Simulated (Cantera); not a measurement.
Charge: 1 mol CH3Cl, 0.42 mol CH4, 1.6 mol H2, held at 1.33 mbar.

These are equilibrium values from Cantera (NASA tables, ideal gas, pure condensed phases), not measurements of a reactor. Candidate condensed phases: C, C6H6, C7H8, C8H18; 91 gas species. Equilibrium is a limit: real reactors are often held back by kinetics, nucleation or transport.

Task: What share of the C ends up in condensed phases as a function of T (K), at 1450, 1550, 1650, 1750, 1850, 1950, 2050, 2150, 2250, 2350, 2450, 2550, 2650, 2750?

Result: 
```
T (K)  C condensed (%)           as
-----  ---------------  -----------
1450             100.0  C(graphite)
1550             100.0  C(graphite)
1650             100.0  C(graphite)
1750              99.9  C(graphite)
1850              99.9  C(graphite)
1950              99.7  C(graphite)
2050              99.5  C(graphite)
2150              99.1  C(graphite)
2250              98.5  C(graphite)
2350              97.6  C(graphite)
2450              96.4  C(graphite)
2550              94.3  C(graphite)
2650              88.6  C(graphite)
2750              69.4  C(graphite)
```
